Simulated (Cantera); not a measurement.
Input: 1 mol CH2F2, 0.6 mol HCl, at 3498.15 K and 15.0 mbar.

Method: chemical equilibrium by Gibbs-energy minimisation in Cantera with the NASA 1993 tables (ideal gas, pure condensed phases). Candidate condensed phases: C, C6H6, C7H8, C8H18; 118 gas species. The tables' values for CCl are old estimates; treat these amounts as uncertain. Equilibrium is a limit: real reactors are often held back by kinetics, nucleation or transport.

Base state: H 0.330, HF 0.214, F 0.200, Cl 0.126, C 0.0525, C3 0.0371, C2 0.0155, CF 0.0149 (mole fractions); condensed: gas only.

Question: What changes in the equilibrium state with this change: temperature from 3498.15 K to 3300 K?

Answer: 
```tsv
species	before	after
HF	0.214	0.353
H	0.330	0.259
Cl	0.126	0.141
F	0.200	0.123
C	0.0525	0.0242
C3	0.0371	0.0578
C2	0.0155	0.0116
CF	0.0149	0.0134
C2H2 (acetylene)	7.29e-5	0.000296
C5	0.000178	0.000693
C2HF	6.15e-6	1.80e-5
```
